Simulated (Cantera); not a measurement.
A Cantera script and its output.

```python
import numpy as np
import cantera as ct

surf = ct.Interface("diamond.yaml", "diamond_100")
gas, bulk = surf.adjacent["gas"], surf.adjacent["diamond"]
k = surf.kinetics_species_index(bulk.species_names[0])
cover = ["c6HH", "c6H*", "c6*H", "c6**", "c6HM", "c6B"]

rows, drift = [], 0.0
print(f"{'P':>10s}{'um/h':>11s}" + "".join(f"{s:>11s}" for s in cover))
for v in [380, 750, 1500, 2900, 5700, 11000, 22000, 43000]:
    T, P, xH, xCH3 = 1223, v, 0.00046, 0.00011
    gas.TPX = T, P, {"H": xH, "CH3": xCH3, "CH4": 0.014, "H2": 1 - xH - xCH3 - 0.014}
    surf.TP = bulk.TP = T, P
    surf.coverages = "c6H*:0.1, c6HH:0.9"
    surf.advance_coverages(100.0)
    before = surf.coverages
    surf.advance_coverages(100.0)
    drift = max(drift, np.max(np.abs(surf.coverages - before) / (surf.coverages + 1e-9)))
    rate = surf.net_production_rates[k] * bulk.mean_molecular_weight / bulk.density * 3.6e9
    rows.append([rate, *surf[cover].coverages])
    print(f"{v:10.4g}{rate:11.4e}" + "".join(f"{x:11.3e}" for x in rows[-1][1:]))
```

It prints:

```
         P       um/h       c6HH       c6H*       c6*H       c6**       c6HM        c6B
       380 1.2671e-02  4.847e-01  3.750e-02  4.594e-01  1.726e-02  6.795e-05  3.438e-11
       750 3.1198e-02  4.846e-01  3.749e-02  4.592e-01  1.717e-02  1.393e-04  8.466e-11
      1500 7.3973e-02  4.845e-01  3.747e-02  4.590e-01  1.711e-02  2.852e-04  2.007e-10
      2900 1.6689e-01  4.843e-01  3.745e-02  4.588e-01  1.707e-02  5.560e-04  4.529e-10
      5700 3.9848e-01  4.839e-01  3.742e-02  4.583e-01  1.704e-02  1.088e-03  1.081e-09
   1.1e+04 9.9407e-01  4.831e-01  3.736e-02  4.575e-01  1.700e-02  2.056e-03  2.697e-09
   2.2e+04 2.8295e+00  4.817e-01  3.724e-02  4.559e-01  1.694e-02  3.920e-03  7.678e-09
   4.3e+04 8.2381e+00  4.793e-01  3.706e-02  4.534e-01  1.684e-02  7.016e-03  2.235e-08
```

Cantera simulation using the Harris–Goodwin 1993 mechanism for the reconstructed diamond (100) surface; the numbers are that mechanism's predictions, not measurements.
